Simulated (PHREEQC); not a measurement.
Consider water at 44 °C with 0.0017 mol NiSO4, 0.17 mol Na2SO4 and 0.05 mol FeSO4 per kg of water. Closed to the air; pH follows from the charge balance.

The numbers come from PHREEQC with the ion-association model, wateq4f.dat.

* **pH**: 5.99
* **ionic strength**: 0.499 mol/kgw
* **activity of water**: 0.991

```csv
species,molality,activity,log γ
Na+,0.293,0.205,-0.155
SO4-2,0.143,0.0282,-0.707
NaSO4-,0.0473,0.0324,-0.165
FeSO4,0.0299,0.0335,0.050
Fe+2,0.0201,0.00483,-0.620
NiSO4,0.00104,0.00116,0.050
Ni+2,0.000657,0.000182,-0.558
FeOH+,8.25e-6,5.55e-6,-0.172
HSO4-,6.71e-6,4.41e-6,-0.182
Ni(SO4)2-2,5.46e-6,1.51e-6,-0.558
H+,1.36e-6,1.03e-6,-0.120
FeHSO4+,3.53e-7,2.56e-7,-0.140
```

Precipitation was switched off in this run. Species that the database lacks are ignored. At this temperature some constants are extrapolated from 25 °C, and those without enthalpy data are left unchanged.
